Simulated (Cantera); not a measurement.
Cantera run:

```python
import numpy as np
import cantera as ct

gas_names = """
    F F2 H HF H2 H2F2 H3F3 H4F4 H5F5 H6F6 H7F7 N NF NF2 NF3 NH NH2 NH3 N2 N2H2 N2H4 Si SiF SiF2 SiF3
    SiF4 SiH SiHF3 SiH2 SiH2F2 SiH3 SiH3F SiH4 SiN Si2 Si2N Si3
""".split()
cond_names = """
    Si(cr) Si(L) Si3N4(a)
""".split()


# ... load() reads the species with a 1 bar reference pressure and builds the phases ...
atoms = {
    'SiF4': {'Si': 1, 'F': 4},
    'NH3': {'N': 1, 'H': 3},
    'N2': {'N': 2},
}
top_T = {'Si3N4(a)': 2400}  # K; cautious upper limits of use, not melting points


# ... equilibrate(T, P, feed) seeds the gas with the atoms and calls Mixture.equilibrate('TP', solver="vcs", rtol=1e-11, max_steps=5000) ...
results = []
feed = {'SiF4': 1, 'NH3': 0.1, 'N2': 25}  # mol
T = 1725  # K
P = 900  # Pa
mix = equilibrate(T, P, feed)
results.append((T, P, feed, dict(zip(mix.species_names, mix.species_moles))))
x = sorted(zip(gas.X, gas.species_names), reverse=True)
print(f"T = {T:g} K  P = {P:g} Pa  gas = {mix.phase_moles(0):.4g} mol")
print("   x: " + "  ".join(f"{s} {v:.3e}" for v, s in x if v > 1e-06))
print("   condensed (mol): " + ("  ".join(f"{mix.phase(i).name} {mix.phase_moles(i):.4g}"
      for i in range(1, mix.n_phases) if mix.phase_moles(i) > 1e-12) or "none"))
```

Result:

```
T = 1725 K  P = 900 Pa  gas = 26.31 mol
   x: N2 9.522e-01  SiF4 3.051e-02  HF 8.128e-03  SiF3 6.867e-03  H2 1.593e-03  SiF2 6.240e-04  H 7.813e-05  SiHF3 1.192e-05
   condensed (mol): none
```

Method: chemical equilibrium by Gibbs-energy minimisation in Cantera with the NASA 1993 tables (ideal gas, pure condensed phases). The tables' values for SiF3, SiF2 are old estimates; treat these amounts as uncertain.
